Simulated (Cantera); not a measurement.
A perfectly stirred reactor is fed with H2 : O2 = 0.096 : 1 (molar parts), equivalence ratio 0.048, at 1330 Pa; it is held at 1100 K, and followed from long to short residence time.

Cantera simulation using the H2/O2 subset of GRI-Mech 3.0, which has no nitrogen chemistry; the numbers are that mechanism's predictions, not measurements. Radical loss at walls, strong at low pressure, is not modelled. The temperature is held fixed by assumption; the heat of reaction is taken as removed at once.

x: mole fraction; the columns are a selection and need not sum to one.

```json
[
 {"τ (s)": "8.2", "x H2": "0.000108", "x O2": "0.908", "x O": "0.000571", "x OH": "0.000458", "x HO2": "1.59e-6"},
 {"τ (s)": "2.0", "x H2": "[?]", "x O2": "0.907", "x O": "[?]", "x OH": "[?]", "x HO2": "[?]"},
 {"τ (s)": "0.49", "x H2": "[?]", "x O2": "0.904", "x O": "[?]", "x OH": "[?]", "x HO2": "[?]"},
 {"τ (s)": "0.12", "x H2": "0.00134", "x O2": "0.899", "x O": "0.00807", "x OH": "0.00193", "x HO2": "5.59e-6"},
 {"τ (s)": "0.029", "x H2": "0.00305", "x O2": "0.888", "x O": "0.0165", "x OH": "0.00303", "x HO2": "6.74e-6"},
 {"τ (s)": "0.0070", "x H2": "0.00708", "x O2": "0.876", "x O": "0.0253", "x OH": "0.00443", "x HO2": "7.19e-6"},
 {"τ (s)": "0.0017", "x H2": "0.0180", "x O2": "0.873", "x O": "0.0252", "x OH": "0.00579", "x HO2": "6.95e-6"}
]
```

Problem. Complete the blanks.

Solution. 
- 2.0, x H2: 0.000256
- 2.0, x O: 0.00143
- 2.0, x OH: 0.000739
- 2.0, x HO2: 2.70e-6
- 0.49, x H2: 0.000591
- 0.49, x O: 0.00350
- 0.49, x OH: 0.00120
- 0.49, x HO2: 4.11e-6
